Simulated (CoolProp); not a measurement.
R1132(E) along the isobar 2.3 MPa: fugacity coefficient from the reference equation and from simpler models built on Tc = 348.8 K, pc = 5.174 MPa, ω = 0.245; each cubic takes its own stable root.

Computed with CoolProp (reference Helmholtz-energy equation of state, Akasaka 2024).

```json
[
 {"T (K)": "295.9", "phase": "liquid", "reference": "0.5676", "Redlich-Kwong": "0.6733", "Soave-Redlich-Kwong": "0.5811", "Peng-Robinson": "0.5663"},
 {"T (K)": "303.4", "phase": "liquid", "reference": "0.6644", "Redlich-Kwong": "0.7654", "Soave-Redlich-Kwong": "0.6796", "Peng-Robinson": "0.6622"},
 {"T (K)": "318.2", "phase": "gas", "reference": "0.7918", "Redlich-Kwong": "0.8069", "Soave-Redlich-Kwong": "0.7995", "Peng-Robinson": "0.7851"},
 {"T (K)": "325.7", "phase": "gas", "reference": "0.8082", "Redlich-Kwong": "0.8195", "Soave-Redlich-Kwong": "0.8143", "Peng-Robinson": "0.7999"},
 {"T (K)": "333.1", "phase": "gas", "reference": "0.8227", "Redlich-Kwong": "0.8309", "Soave-Redlich-Kwong": "0.8275", "Peng-Robinson": "0.8133"},
 {"T (K)": "340.5", "phase": "gas", "reference": "0.8357", "Redlich-Kwong": "0.8414", "Soave-Redlich-Kwong": "0.8397", "Peng-Robinson": "0.8255"},
 {"T (K)": "348", "phase": "gas", "reference": "0.8476", "Redlich-Kwong": "0.8512", "Soave-Redlich-Kwong": "0.8510", "Peng-Robinson": "0.8369"},
 {"T (K)": "355.4", "phase": "gas", "reference": "0.8584", "Redlich-Kwong": "0.8600", "Soave-Redlich-Kwong": "0.8613", "Peng-Robinson": "0.8473"},
 {"T (K)": "362.8", "phase": "gas", "reference": "0.8682", "Redlich-Kwong": "0.8682", "Soave-Redlich-Kwong": "0.8707", "Peng-Robinson": "0.8569"},
 {"T (K)": "370.3", "phase": "gas", "reference": "0.8772", "Redlich-Kwong": "0.8759", "Soave-Redlich-Kwong": "0.8796", "Peng-Robinson": "0.8660"},
 {"T (K)": "377.7", "phase": "gas", "reference": "0.8855", "Redlich-Kwong": "0.8830", "Soave-Redlich-Kwong": "0.8877", "Peng-Robinson": "0.8742"},
 {"T (K)": "385.1", "phase": "gas", "reference": "0.8931", "Redlich-Kwong": "0.8895", "Soave-Redlich-Kwong": "0.8952", "Peng-Robinson": "0.8819"},
 {"T (K)": "392.6", "phase": "gas", "reference": "0.9001", "Redlich-Kwong": "0.8957", "Soave-Redlich-Kwong": "0.9022", "Peng-Robinson": "0.8891"},
 {"T (K)": "400", "phase": "gas", "reference": "0.9066", "Redlich-Kwong": "0.9014", "Soave-Redlich-Kwong": "0.9087", "Peng-Robinson": "0.8958"}
]
```
